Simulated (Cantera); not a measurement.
## Ignition delay

Mixture: 7.07 % CH₄, 10.9 % O₂, 75.0 % N₂, 7.07 % CO₂, equivalence ratio 1.3, at 500000 Pa, adiabatic and at constant volume. Ignition delay is the time to a rise of 400 K.

Model: GRI-Mech 3.0 (53 species, 325 reactions), integrated in Cantera.

```
T0 (K)  delay (ms)
------  ----------
1125          58.1
1175          30.0
1225          16.0
1275          8.73
1325          4.87
1375          2.76
1425          1.59
1475         0.931
1525         0.552
1575         0.334
```

The apparent activation energy between 1475 and 1575 K is 200 kJ/mol.
